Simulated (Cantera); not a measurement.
Input (Python, Cantera) and output of one run.

```python
import numpy as np
import cantera as ct

gas_names = [...]  # 109 gases of nasa_gas.yaml made of C, Cl, H, Si
cond_names = """
    C(gr) C6H6(L) C7H8(L) C8H18(L),n-octa Si(cr) Si(L) SiC(b)
""".split()


# ... load() reads the species with a 1 bar reference pressure and builds the phases ...
atoms = {
    'CH3Cl': {'C': 1, 'H': 3, 'CL': 1},
    'Si': {'Si': 1},
}
top_T = {'C(gr)': 4500, 'SiC(b)': 3050}  # K; cautious upper limits of use, not melting points


# ... equilibrate(T, P, feed) seeds the gas with the atoms and calls Mixture.equilibrate('TP', solver="vcs", rtol=1e-11, max_steps=5000) ...
results = []
feed = {'CH3Cl': 1, 'Si': 0.38}  # mol
P = 1600  # Pa
for T in [2773, 2823, 2873, 2923, 2973, 3023, 3073, 3123]:
    mix = equilibrate(T, P, feed)
    results.append((T, P, feed, dict(zip(mix.species_names, mix.species_moles))))

top = {s: max(r[3][s] / sum(r[3][g] for g in gas_names) for r in results) for s in gas_names}
cols = sorted((s for s in top if top[s] > 1e-05), key=lambda s: -top[s])[:9]
seen = [c for c in cond_names if any(r[3].get(c, 0) > 1e-12 for r in results)]
print("log10 of partial pressures in bar; condensed amounts in mol")
print(f"{'T/K':>10s}" + "".join(f"{s[:9]:>10s}" for s in cols + seen))
for T, P, feed, n in results:
    ng = sum(n[g] for g in gas_names)
    print(f"{T:10.4g}" + "".join(f"{np.log10(max(n[s] / ng * P / 1e5, 1e-99)):10.3f}" for s in cols)
          + "".join(f"{n.get(c, 0):10.4g}" for c in seen))
```

Output:

```
log10 of partial pressures in bar; condensed amounts in mol
       T/K         H        H2        CL       HCL        Si      SiC2        C3 C2H2,acet         C     C(gr)
      2773    -2.324    -2.391    -2.648    -2.555    -2.939    -3.220    -4.646    -3.907    -5.311    0.6977
      2823    -2.273    -2.442    -2.606    -2.613    -2.956    -3.189    -4.379    -3.885    -5.073    0.6505
      2873    -2.227    -2.498    -2.572    -2.679    -2.980    -3.165    -4.121    -3.871    -4.843    0.5921
      2923    -2.187    -2.561    -2.545    -2.754    -3.008    -3.148    -3.872    -3.867    -4.622    0.5136
      2973    -2.154    -2.632    -2.525    -2.837    -3.040    -3.136    -3.632    -3.873    -4.408    0.3998
      3023    -2.128    -2.713    -2.512    -2.930    -3.075    -3.130    -3.400    -3.890    -4.201    0.2241
      3073    -2.108    -2.803    -2.506    -3.032    -3.103    -3.139    -3.210    -3.941    -4.012         0
      3123    -2.086    -2.884    -2.498    -3.126    -3.074    -3.202    -3.188    -4.094    -3.883         0
```

Cantera equilibrium calculation (NASA polynomials, part measured and part estimated; ideal gas, pure solids and liquids). The tables' values for SiCl, CCl are old estimates; treat these amounts as uncertain. Gases not in the tables: Si2H6 and higher silanes.
